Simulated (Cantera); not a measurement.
Cantera run:

```python
import numpy as np
import cantera as ct

gas_names = """
    NO NO2
""".split()
cond_names = """
    V2O4(I) V2O4(II) V2O4(L) V2O3(s) V2O3(L)
""".split()


# ... load() reads the species with a 1 bar reference pressure and builds the phases ...
species = {s.name: s for s in load("nasa_gas.yaml", gas_names) + load("nasa_condensed.yaml", cond_names)}
# Each term lists the table entries of one substance; the one whose range holds T is used.
reactions = {
    'NO(g) + V2O4 = NO2(g) + V2O3':
        [(-1, ['NO']), (-1, ['V2O4(I)', 'V2O4(II)', 'V2O4(L)']), (1, ['NO2']), (1, ['V2O3(s)', 'V2O3(L)'])],
}


def pick(names, T):
    return next(species[n] for n in names if species[n].thermo.min_temp <= T <= species[n].thermo.max_temp)


results = []
for label, terms in reactions.items():
    print(label)
    print("     T/K   dH/kJ  dS/(J/K)   dG/kJ   log10 K")
    for T in [300, 1725, 1925, 2125, 2325, 2525, 2725]:
        used = [(nu, pick(names, T)) for nu, names in terms]
        dH = sum(nu * s.thermo.h(T) for nu, s in used) / 1e6
        dS = sum(nu * s.thermo.s(T) for nu, s in used) / 1e3
        dG = dH - T * dS / 1e3
        logK = -dG * 1e6 / (ct.gas_constant * T * np.log(10))
        results.append((label, T, dH, dS, dG, logK, [s.name for _, s in used]))
        print(f"{T:8g} {dH:8.1f} {dS:8.1f} {dG:8.1f} {logK:8.2f}")
```

Result:

```
NO(g) + V2O4 = NO2(g) + V2O3
     T/K   dH/kJ  dS/(J/K)   dG/kJ   log10 K
     300    151.3     24.1    144.1   -25.09
    1725    138.7     -9.3    154.8    -4.69
    1925     24.3    -72.2    163.3    -4.43
    2125     20.1    -74.3    178.0    -4.38
    2325     17.2    -75.6    193.0    -4.34
    2525    127.9    -28.2    199.1    -4.12
    2725    121.1    -30.8    205.0    -3.93
```

Source: NASA polynomial tables (part measured, part estimated), evaluated in Cantera. Condensed species are held in their standard states even where they would react or evaporate.
